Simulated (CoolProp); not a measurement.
A closed Brayton cycle with dry air: compressor inlet 327.15 K and 7.1 MPa, high pressure 19.6 MPa, turbine inlet 985 K, compressor efficiency 0.85, turbine efficiency 0.9, recuperator effectiveness 0.9 (on enthalpy, no pinch check). Each further row changes one setting.

Values from CoolProp's reference Helmholtz-energy equation of state, Lemmon 2000. It is a pseudo-pure fit of the blend.

| case | thermal efficiency (%) | net work (kJ/kg) | compressor to turbine work | compressor exit (K) | turbine exit (K) |
|---|---|---|---|---|---|
| as stated | 36.8 | 102 | 0.57 | 457.9 | 781.2 |
| turbine inlet 935 K | 34.5 | 89.8 | 0.60 | 457.9 | 739.8 |
| compressor inlet 337.15 K | 35.5 | 97.5 | 0.59 | 471.6 | 781.2 |
| high pressure 16.7 MPa | 37.2 | 92.5 | 0.54 | 434.7 | 810.4 |
| recuperator effectiveness 0.5 | 24.5 | 102 | 0.57 | 457.9 | 781.2 |
